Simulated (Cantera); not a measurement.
Charge: 1 mol Fe2O3, 0.79 mol CO, 1.3 mol H2, equilibrated at 2498 K and 0.158 Torr.

Cantera equilibrium calculation (NASA polynomials, part measured and part estimated; ideal gas, pure solids and liquids). The numbers say what is thermodynamically allowed, not how fast it happens.

```json
[
 {"species": "H", "before": "0.256", "after": "0.624"},
 {"species": "H2", "before": "0.0222", "after": "0.132"},
 {"species": "Fe", "before": "0.267", "after": "0.0862"},
 {"species": "O", "before": "0.237", "after": "0.0718"},
 {"species": "O2", "before": "0.0571", "after": "0.00525"},
 {"species": "CO", "before": "0.0992", "after": "0.0334"},
 {"species": "H2O", "before": "0.0130", "after": "0.0235"},
 {"species": "OH", "before": "0.0311", "after": "0.0230"},
 {"species": "FeO", "before": "0.00809", "after": "0.000791"},
 {"species": "CO2", "before": "0.00942", "after": "0.000961"}
]
```
Gas species are given as mole fractions.

Which change was made?
A. H2 from 1.3 to 0.26 mol
B. H2 from 1.3 to 0.17 mol
C. temperature from 2498 K to 2673 K
D. H2 from 1.3 to 11 mol

D, H2 from 1.3 to 11 mol
